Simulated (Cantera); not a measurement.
Charge: 1 mol SiHCl3, 0.59 mol HCl, 8 mol H2, equilibrated at 1275 °C and 33000 Pa.

Cantera equilibrium calculation (NASA polynomials, part measured and part estimated; ideal gas, pure solids and liquids). Candidate condensed phases: Si; 19 gas species. The tables' values for SiCl3 are old estimates; treat these amounts as uncertain. Kinetics and transport are ignored.

Base state: H2 0.775, HCl 0.131, SiCl2 0.0733, SiCl3 0.0115, SiCl4 0.00509, SiHCl3 0.00369, SiH2Cl2 0.000435, H 4.72e-5 (mole fractions); condensed: Si(s).

### Question
What changes in the equilibrium state with this change: temperature from 1275 °C to 1352 °C?

### Answer
```tsv
species	before	after
H2	0.775	0.768
HCl	0.131	0.137
SiCl2	0.0733	0.0821
SiCl3	0.0115	0.00874
SiCl	4.03e-6	1.17e-5
Cl	6.35e-6	1.51e-5
SiCl4	0.00509	0.00216
H	4.72e-5	0.000108
SiHCl3	0.00369	0.00189
Si(s), mol	0.0189	0
```
The tables' values for SiCl3, SiCl are old estimates; treat these amounts as uncertain.
